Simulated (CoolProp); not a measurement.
Ethanol at 293.15 K and 0.182 MPa flows at 0.18 m/s in a round tube of 2 mm bore and 0.25 µm roughness, fully developed (64/Re and Nu = 3.66 if laminar; Colebrook and Gnielinski if turbulent). Each further row changes one setting.

Model: reference Helmholtz-energy equation of state, Schroeder 2014, in CoolProp.

| case | Reynolds number | Darcy friction factor | pressure drop (Pa/m) | heat-transfer coefficient (W/(m² K)) | mass flow (kg/h) |
|---|---|---|---|---|---|
| as stated | ___ | ___ | ___ | 301 | ___ |
| velocity 0.36 m/s | 476 | 0.134 | ___ | 301 | ___ |
| diameter 4 mm | 476 | 0.134 | ___ | 151 | ___ |

Q: Fill in the missing entries.

A: 
- as stated, Reynolds number: 238
- as stated, Darcy friction factor: 0.269
- as stated, pressure drop (Pa/m): 1720
- as stated, mass flow (kg/h): 1.61
- velocity 0.36 m/s, pressure drop (Pa/m): 3440
- velocity 0.36 m/s, mass flow (kg/h): 3.21
- diameter 4 mm, pressure drop (Pa/m): 430
- diameter 4 mm, mass flow (kg/h): 6.43

Viscosity comes from a separate model (Kiselev 2005). Thermal conductivity comes from a separate model (Assael 2013).
